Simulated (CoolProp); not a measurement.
Saturated liquid density (kg/m³) of normal hydrogen: the reference equation beside estimates from Tc = -240.0 °C, pc = 1296 kPa, ω = -0.219.

The numbers come from the reference Helmholtz-energy equation of state, Leachman 2009 in CoolProp.

```tsv
T (°C)	reference	van der Waals	Redlich-Kwong	Peng-Robinson
-247.75	64.07	50.78	72.49	75.31
-246.95	62.74	49.43	70.06	72.80
-246.15	61.31	47.99	67.48	70.14
-245.45	59.95	?	65.06	?
-244.65	58.27	45.01	62.10	?
-243.85	56.39	43.21	58.87	61.34
-243.05	?	41.21	55.29	57.72
-242.35	52.08	39.22	51.77	54.17
-241.55	?	36.55	47.10	49.46
-240.75	44.66	33.05	41.09	43.44
```

Task: Complete the blanks.

Result: 
- -245.45, van der Waals: 46.66
- -245.45, Peng-Robinson: 67.66
- -244.65, Peng-Robinson: 64.63
- -243.05, reference: 54.25
- -241.55, reference: 49.01

Absolute difference from the reference over all 10 rows, mean and median: van der Waals 23.2 and 23.1 %, Redlich-Kwong 6.9 and 7.3 %, Peng-Robinson 9.5 and 9.8 %.
